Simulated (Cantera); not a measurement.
An isothermal, constant-pressure homogeneous reactor starts with 28.6 % C2H6, 71.4 % N2, at 1925 K and 0.0560 bar.

Detailed kinetics in Cantera: GRI-Mech 3.0 (53 species, 325 reactions). GRI-Mech 3.0 stops at C3 and has no aromatics, soot or wall deposition, so with more carbon than oxygen in the feed, carbon stays in small species such as C2H2 where larger ones or solid carbon would form.

**Question.** Predict: x(HCN) at 70.0 s; x(H) at 70.0 s; x(CH4) at 70.0 s; x(C2H) at 70.0 s; x(CH2) at 70.0 s.

**Answer.** 
| Property | Value |
|---|---|
| x(HCN) at 70.0 s | 0.000954 (gas-phase equilibrium 0.138) |
| x(H) at 70.0 s | 0.00245 (gas-phase equilibrium 0.00245) |
| x(CH4) at 70.0 s | 0.000122 (gas-phase equilibrium 9.93e-5) |
| x(C2H) at 70.0 s | 1.75e-5 (gas-phase equilibrium 1.09e-5) |
| x(CH2) at 70.0 s | 1.37e-7 (gas-phase equilibrium 1.12e-7) |
